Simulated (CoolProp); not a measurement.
A simple Rankine cycle with R152A: condensing at 311.15 K, boiler at 2.13 MPa, turbine inlet 498.7 K, turbine efficiency 0.6, pump efficiency 0.8, no recuperator. Each further row changes one setting.

Values from CoolProp's reference Helmholtz-energy equation of state, Outcalt 1996. It is a modified Benedict-Webb-Rubin equation, recast in Helmholtz form.

```csv
case,thermal efficiency (%),net work (kJ/kg),heat in (kJ/kg),turbine exit temperature (K),volume ratio over the turbine
as stated,5.7,29.0,506,470.4,2.42
condensing temperature 303.15 K,6.9,36.1,520,464.2,3.00
boiler pressure 1.49 MPa,3.6,18.4,512,482.1,1.70
turbine efficiency 0.5,4.7,23.9,506,474.0,2.44
```
